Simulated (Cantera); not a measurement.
Input: 1 mol SiH4, 9.1 mol O3, held at 1625 K and 0.0133 bar.

Cantera equilibrium calculation (NASA polynomials, part measured and part estimated; ideal gas, pure solids and liquids). Candidate condensed phases: H2O, Si, SiO2; 18 gas species. The tables hold silica as quartz up to 1696 K and as liquid above; real silica turns to tridymite and cristobalite and melts near 1996 K. Rates play no part.

Question: What is the equilibrium state?

Answer: 
```
Quantity                              Value
--------------------------------  ---------
x(O2)                                 0.853
x(H2O)                                0.146
x(OH)                               0.00108
x(O)                               0.000156
x(H2)                               1.21e-5
x(H)                                2.13e-6
n(SiO2(β-quartz))                  1.00 mol
gas amount                        13.65 mol
log10 activity of Si(s) (absent)     -18.05
```
